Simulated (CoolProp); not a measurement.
n-nonane along the isotherm 600 K: fugacity coefficient from the reference equation and from simpler models built on Tc = 594.5 K, pc = 2.282 MPa, ω = 0.443; each cubic takes its own stable root.

The numbers come from the reference Helmholtz-energy equation of state, Lemmon 2006 in CoolProp. It is a short technical equation, of lower accuracy than the large ones.

```tsv
p (MPa)	phase	reference	van der Waals	Peng-Robinson
0.0108	gas	0.9984	0.9986	0.9983
0.0246	gas	0.9964	0.9969	0.9960
0.0561	gas	0.9917	0.9929	0.9910
0.128	gas	0.9811	0.9837	0.9795
0.29	gas	0.9573	0.9632	0.9539
0.661	gas	0.9033	0.9164	0.8964
1.5	gas	0.7821	0.8101	0.7718
3.42	supercritical	0.4902	0.5389	0.4927
```
